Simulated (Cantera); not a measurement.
An isothermal, constant-pressure homogeneous reactor starts with CH4 : H2 : N2 : H2O = 0.017 : 1 : 0.00081 : 0.0013 (molar parts), at 2323 K and 12.8 Torr.

Model: GRI-Mech 3.0 (53 species, 325 reactions), integrated in Cantera. GRI-Mech 3.0 stops at C3 and has no aromatics, soot or wall deposition, so with more carbon than oxygen in the feed, carbon stays in small species such as C2H2 where larger ones or solid carbon would form. Radical loss at walls, strong at low pressure, is not modelled.

One state of this run: x CH4 = 0.000356; x H2 = 0.958; x C2H = 1.23e-5; x HCN = 3.10e-7; x H = 0.0322; x C2H2 = 0.00763. x: mole fraction; the columns are a selection and need not sum to one.

### Question
Which value of t (s) does it belong to?
A) 0.000100
B) 0.304
C) 0.0307
D) 0.000314

### Answer
C, 0.0307
